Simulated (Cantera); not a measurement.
**Thermodynamics of titanium nitride, carbide and oxide coatings, feed Ti + C3H8 + H2**

Input: 1 mol Ti, 1.7 mol C3H8, 1.3 mol H2, equilibrated at 6100 Pa.

These are equilibrium values from Cantera (NASA tables, ideal gas, pure condensed phases), not measurements of a reactor. Candidate condensed phases: C, C6H6, C7H8, C8H18, Ti, TiC; 77 gas species. TiC: taken at fixed stoichiometry. Kinetics and transport are ignored.

```tsv
T (K)	x H2	x H	x C2H2 (acetylene)	x CH4	x CH3	x C4H2	x C2H	n C(graphite)	n TiC(s)
1625	1.000	0.000286	3.55e-5	8.96e-5	5.21e-7	4.90e-10	3.90e-11	4.10	1.00
1675	0.999	0.000470	5.80e-5	7.34e-5	7.02e-7	1.31e-9	1.35e-10	4.10	1.00
1725	0.999	0.000752	9.21e-5	6.08e-5	9.30e-7	3.33e-9	4.35e-10	4.10	1.00
1775	0.999	0.00117	0.000142	5.09e-5	1.21e-6	7.98e-9	1.31e-9	4.10	1.00
1825	0.998	0.00178	0.000214	4.31e-5	1.55e-6	1.82e-8	3.72e-9	4.10	1.00
1875	0.997	0.00265	0.000316	3.67e-5	1.96e-6	3.98e-8	9.98e-9	4.09	1.00
1925	0.996	0.00386	0.000456	3.16e-5	2.45e-6	8.34e-8	2.54e-8	4.09	1.00
1975	0.994	0.00552	0.000645	2.74e-5	3.02e-6	1.68e-7	6.16e-8	4.09	1.00
2025	0.991	0.00776	0.000897	2.38e-5	3.68e-6	3.27e-7	1.43e-7	4.09	1.00
2075	0.988	0.0107	0.00123	2.09e-5	4.43e-6	6.15e-7	3.18e-7	4.08	1.00
2125	0.984	0.0146	0.00165	1.84e-5	5.28e-6	1.12e-6	6.82e-7	4.07	1.000
2175	0.978	0.0195	0.00218	1.62e-5	6.23e-6	1.98e-6	1.41e-6	4.06	1.000
```
x: gas mole fraction; n: condensed amount in mol.

From 1625 K to 2175 K the condensed part is C(graphite) + TiC(s).
